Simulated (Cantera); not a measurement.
Feed: 1 mol SiC, 0.03 mol N2O, 460 mol H2, 0.0015 mol H2O, at 51000 Pa.

These are equilibrium values from Cantera (NASA tables, ideal gas, pure condensed phases), not measurements of a reactor. Candidate condensed phases: C, C6H6, C7H8, C8H18, H2O, Si, SiC, SiO2, Si2N2O, Si3N4; 151 gas species. Kinetics and transport are ignored. All values below are at 1623 K.

Base state: H2 1.000, H 9.68e-5, N2 6.48e-5, SiO 4.74e-5, CH4 2.81e-5, CO 2.08e-5 (mole fractions); condensed: SiC(s).

### Question
What changes in the equilibrium state with this change: N2O from 0.03 to 0.73 mol?

### Answer
```tsv
species	before	after
H2	1.000	0.997
N2	6.48e-5	0.00116
CO	2.08e-5	0.000952
SiO	4.74e-5	0.000211
CH4	2.81e-5	8.98e-5
H	9.68e-5	9.67e-5
SiC(s), mol	0.977	0.515
Si2N2O(s), mol	0	0.194
```
Mutual solubility and eutectic melting of coexisting phases are not modelled.
